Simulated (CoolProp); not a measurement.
A simple Rankine cycle with R227EA: condensing at 321.15 K, boiler at 1.99 MPa, turbine inlet 474 K, turbine efficiency 0.9, pump efficiency 0.8, no recuperator. Each further row changes one setting.

Values from CoolProp's reference Helmholtz-energy equation of state, Lemmon 2016.

| case | thermal efficiency (%) | net work (kJ/kg) | heat in (kJ/kg) | turbine exit temperature (K) | volume ratio over the turbine |
|---|---|---|---|---|---|
| as stated | 6.0 | 14.5 | 243 | 453.8 | 2.30 |
| condensing temperature 313.15 K | 7.3 | 18.4 | 253 | 449.0 | 2.85 |
| boiler pressure 1.39 MPa | 3.5 | 8.58 | 247 | 462.9 | 1.60 |
| turbine efficiency 0.8 | 5.3 | 12.8 | 243 | 455.4 | 2.31 |
